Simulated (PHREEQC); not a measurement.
A solution holds 0.0031 mol KHCO3, 3.8e-05 mol NH3 and 0.24 mol NaCl per kg of water, at 89 °C. Closed to the air; pH follows from the charge balance.

Equilibrium calculation in PHREEQC: ion-association model, wateq4f.dat.

```json
{
 "pH": "7.35",
 "ionic_strength": "0.243 mol/kgw",
 "activity_of_water": "0.992",
 "total_alkalinity": "3.14 meq/kg"
}
```

```tsv
species	molality	activity	log γ
Cl-	0.240	0.159	-0.178
Na+	0.240	0.168	-0.154
K+	0.00310	0.00206	-0.178
HCO3-	0.00256	0.00181	-0.151
NaCO3-	0.000187	0.000132	-0.151
CO2	0.000183	0.000193	0.024
NaHCO3	0.000161	0.000171	0.024
NH4+	2.79e-5	1.98e-5	-0.150
OH-	1.20e-5	7.88e-6	-0.181
CO3-2	1.19e-5	2.96e-6	-0.604
NH3	1.01e-5	1.01e-5	0.000
H+	5.85e-8	4.49e-8	-0.115
```

This is a speciation only: nothing precipitates in the calculation. At this temperature some constants are extrapolated from 25 °C, and those without enthalpy data are left unchanged.
